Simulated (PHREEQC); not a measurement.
**Spent oxide etchant**

Dissolve 0.15 mol/kgw HF, 0.00017 mol/kgw (NH4)2SiF6, 6.3e-05 mol/kgw HBF4 and 4.2e-05 mol/kgw H2SO4 at 5.8 °C. Closed to the air; pH follows from the charge balance.

Model: ion-association model, phreeqc.dat, run in PHREEQC.

No solid was allowed to form.

Q: Predict the pH, ionic strength.

A: pH 1.88; ionic strength 0.0153 mol/kgw.

Q: In which forms is S present?

A: SO4-2 62 %, HSO4- 38 % of the S.

Away from 25 °C the constants follow the database's enthalpies or fits; those with neither stay at their 25 °C values. SiF6-2 is the database's only silicon fluoride. Real BF4- forms and hydrolyses slowly; the run takes it at equilibrium.
